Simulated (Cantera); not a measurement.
**Thermodynamics of boron, boron nitride and boron oxide, feed B + N₂ + H₂**

A closed system holds: 1 mol B, 3.9 mol N₂, a varied amount of H₂, at 675 °C and 1.00 mbar.

These are equilibrium values from Cantera (NASA tables, ideal gas, pure condensed phases), not measurements of a reactor. Candidate condensed phases: B, BN; 15 gas species. N₂ is the only nitrogen source here; it is nearly inert below about 1500 K, so the nitride shown seldom forms there in practice. Equilibrium is a limit: real reactors are often held back by kinetics, nucleation or transport.

From 0.22 mol H₂ to 120 mol H₂ the condensed part is BN(s).

```json
[
 {"n(H₂) (mol)": "0.22", "x H₂": "0.0608", "x N₂": "0.939", "x NH₃": "1.21e-8", "x H": "4.11e-9", "n BN(s)": "1.00"},
 {"n(H₂) (mol)": "0.54", "x H₂": "0.137", "x N₂": "0.863", "x NH₃": "3.94e-8", "x H": "6.17e-9", "n BN(s)": "1.00"},
 {"n(H₂) (mol)": "1.3", "x H₂": "0.277", "x N₂": "0.723", "x NH₃": "1.03e-7", "x H": "8.76e-9", "n BN(s)": "1.00"},
 {"n(H₂) (mol)": "3.2", "x H₂": "0.485", "x N₂": "0.515", "x NH₃": "2.03e-7", "x H": "1.16e-8", "n BN(s)": "1.00"},
 {"n(H₂) (mol)": "7.9", "x H₂": "0.699", "x N₂": "0.301", "x NH₃": "2.68e-7", "x H": "1.39e-8", "n BN(s)": "1.00"},
 {"n(H₂) (mol)": "19", "x H₂": "0.848", "x N₂": "0.152", "x NH₃": "2.54e-7", "x H": "1.53e-8", "n BN(s)": "1.00"},
 {"n(H₂) (mol)": "48", "x H₂": "0.934", "x N₂": "0.0661", "x NH₃": "1.94e-7", "x H": "1.61e-8", "n BN(s)": "1.00"},
 {"n(H₂) (mol)": "120", "x H₂": "0.972", "x N₂": "0.0276", "x NH₃": "1.33e-7", "x H": "1.64e-8", "n BN(s)": "1.00"}
]
```
x: gas mole fraction; n: condensed amount in mol.
